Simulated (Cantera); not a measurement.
A closed system holds: 1 mol Si₃N₄, a varied amount of H₂O, 110 mol H₂, at 1850 K and 353 Torr.

Equilibrium computed with Cantera from the NASA thermochemical tables; the gas is ideal and each condensed phase is pure. Candidate condensed phases: H₂O, Si, SiO₂, Si₂N₂O, Si₃N₄; 35 gas species. Mutual solubility and eutectic melting of coexisting phases are not modelled. The tables hold silica as quartz up to 1696 K and as liquid above; real silica turns to tridymite and cristobalite and melts near 1996 K. Gases not in the tables: Si₂H₆ and higher silanes. Equilibrium is a limit: real reactors are often held back by kinetics, nucleation or transport.

### Question
Which condensed phases are stable at each of these points (n(H₂O) (mol)): 0.0025, 0.0065, 0.017, 0.043, 0.11, 0.29, 0.73, 1.9, 4.9?

### Answer
```json
[
 {"n(H₂O) (mol)": "0.0025", "condensed phases": "Si(l)", "Si condensed (%)": "99.7"},
 {"n(H₂O) (mol)": "0.0065", "condensed phases": "Si(l)", "Si condensed (%)": "99.5"},
 {"n(H₂O) (mol)": "0.017", "condensed phases": "Si(l)", "Si condensed (%)": "99.2"},
 {"n(H₂O) (mol)": "0.043", "condensed phases": "Si(l)", "Si condensed (%)": "98.3"},
 {"n(H₂O) (mol)": "0.11", "condensed phases": "Si(l)", "Si condensed (%)": "96.1"},
 {"n(H₂O) (mol)": "0.29", "condensed phases": "Si(l)", "Si condensed (%)": "90.1"},
 {"n(H₂O) (mol)": "0.73", "condensed phases": "Si(l) + Si₂N₂O(s)", "Si condensed (%)": "84.4"},
 {"n(H₂O) (mol)": "1.9", "condensed phases": "Si(l) + Si₂N₂O(s)", "Si condensed (%)": "71.5"},
 {"n(H₂O) (mol)": "4.9", "condensed phases": "SiO₂(condensed)", "Si condensed (%)": "58.9"}
]
```

From 0.0025 mol H₂O to 0.29 mol H₂O the condensed part is Si(l). From 0.73 mol H₂O to 1.9 mol H₂O the condensed part is Si(l) + Si₂N₂O(s). At 4.9 mol H₂O the condensed part is SiO₂(condensed).
